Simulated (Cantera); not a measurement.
Pyrogenic steam for wet oxidation

An isothermal, constant-pressure homogeneous reactor starts with H2 : O2 : N2 = 0.62 : 1 : 19 (molar parts), equivalence ratio 0.31, at 1173 K and 42000 Pa.

Cantera simulation using the H2/O2 subset of GRI-Mech 3.0, which has no nitrogen chemistry; the numbers are that mechanism's predictions, not measurements.

```
t (s)         x H2    x O2       x O      x OH     x HO2    x H2O2
--------  --------  ------  --------  --------  --------  --------
8.00e-6     0.0301  0.0485  2.08e-11  1.56e-11  2.03e-10    <1e-12
5.31e-5     0.0301  0.0485  7.18e-10  3.95e-10   1.50e-9  2.23e-12
0.000352    0.0299  0.0484   2.05e-5   1.14e-5   4.67e-6   1.47e-8
0.00234   0.000200  0.0339  0.000233  0.000224   4.49e-6   5.38e-7
0.0155     3.39e-6  0.0340   4.06e-6   2.87e-5   2.94e-7   4.50e-8
0.103      1.34e-7  0.0340   2.63e-7   7.35e-6   2.01e-8   4.00e-9
0.684      1.39e-8  0.0340   3.18e-8   2.54e-6   2.64e-9  5.22e-10
4.54       2.56e-9  0.0340   5.83e-9   1.09e-6   1.12e-9  9.87e-11
30.1       1.84e-9  0.0340   4.00e-9   8.98e-7   1.12e-9  6.82e-11
200        1.84e-9  0.0340   4.00e-9   8.98e-7   1.12e-9  6.82e-11
```
x: mole fraction; the columns are a selection and need not sum to one.

Equilibrium at this temperature and pressure: H2 1.84e-9, O2 0.0340, O 4.00e-9, OH 8.98e-7, HO2 1.12e-9, H2O2 6.82e-11 (gas phase only).
